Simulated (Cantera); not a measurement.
Charge: 1 mol AlCl₃, 37 mol NH₃, 22 mol N₂, equilibrated at 1750 K and 0.0100 bar.

Cantera equilibrium calculation (NASA polynomials, part measured and part estimated; ideal gas, pure solids and liquids). Candidate condensed phases: Al, AlCl₃, AlN, NH₄Cl; 20 gas species. The tables' values for AlCl₂ are old estimates; treat these amounts as uncertain. Equilibrium is a limit: real reactors are often held back by kinetics, nucleation or transport.

Base state: H₂ 0.555, N₂ 0.413, HCl 0.0199, AlCl 0.00980, H 0.00173, AlCl₂ 0.000344, Cl 4.80e-5, AlCl₃ 4.23e-5 (mole fractions); condensed: gas only.

Task: What changes in the equilibrium state with this change: pressure from 0.0100 bar to 0.0700 bar?

Result: 
```
species    before     after
-------  --------  --------
H₂          0.555     0.557
N₂          0.413     0.413
HCl        0.0199    0.0191
H         0.00173  0.000656
AlCl      0.00980   0.00914
AlCl₃     4.23e-5  0.000252
Cl        4.80e-5   1.73e-5
AlCl₂    0.000344  0.000812
```
